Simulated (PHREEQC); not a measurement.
Consider water at 25 °C with 8.6e-05 mol/kgw Ca(HCO3)2, 0.065 mol/kgw Na2B4O7 and 0.28 mol/kgw CuCl2. Closed to the air; pH follows from the charge balance.

Computed with PHREEQC (ion-association model, wateq4f.dat).

Each row changes one thing in this solution. No solid was allowed to form.

| case | pH | ionic strength (mol/kgw) | Cl- (mol/kgw) | Cu+2 (mol/kgw) | Cu2(OH)2+2 (mol/kgw) | CuCl+ (mol/kgw) | SI of Cu(OH)2 (Cu(OH)2) | SI of Tenorite (CuO) |
|---|---|---|---|---|---|---|---|---|
| as made | 5.93 | 0.695 | 0.518 | 0.112 | 0.0644 | 0.0352 | +1.62 | +2.65 |
| Na2B4O7 from 0.065 to 0.0715 mol/kgw | 6.00 | 0.695 | 0.522 | 0.102 | 0.0707 | 0.0323 | +1.70 | +2.73 |
| Ca(HCO3)2 left out | 5.93 | 0.695 | 0.518 | 0.112 | 0.0644 | 0.0352 | +1.62 | +2.65 |
| diluted 2-fold with water | 5.93 | 0.361 | 0.266 | 0.0624 | 0.0321 | 0.0122 | +1.45 | +2.47 |
| 0.013 mol/kgw KHCO3 added | 5.96 | 0.690 | 0.521 | 0.105 | 0.0637 | 0.0331 | +1.64 | +2.67 |

Some of these states are supersaturated (in Atacamite, Malachite, Cu(OH)2, for instance).
